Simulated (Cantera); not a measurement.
Charge: 1 mol NH3, 0.062 mol SO2, equilibrated at 427 °C and 46500 Torr.

Cantera equilibrium calculation (NASA polynomials, part measured and part estimated; ideal gas, pure solids and liquids). Candidate condensed phases: H2O, H2SO4, S; 35 gas species. The ideal-gas law is rough above about 30 bar. Equilibrium is a limit: real reactors are often held back by kinetics, nucleation or transport.

Base state: H2 0.560, N2 0.221, NH3 0.115, H2O 0.0691, H2S 0.0346 (mole fractions); condensed: gas only.

### Question
What changes in the equilibrium state with this change: temperature from 427 °C to 3125 °C?

### Answer
```tsv
species	before	after
H2	0.560	0.625
N2	0.221	0.241
H2O	0.0691	0.0567
NH3	0.115	8.06e-5
H	<1e-9	0.0467
SH	<1e-9	0.0122
H2S	0.0346	0.0110
S	<1e-9	0.00318
OH	<1e-9	0.00184
```
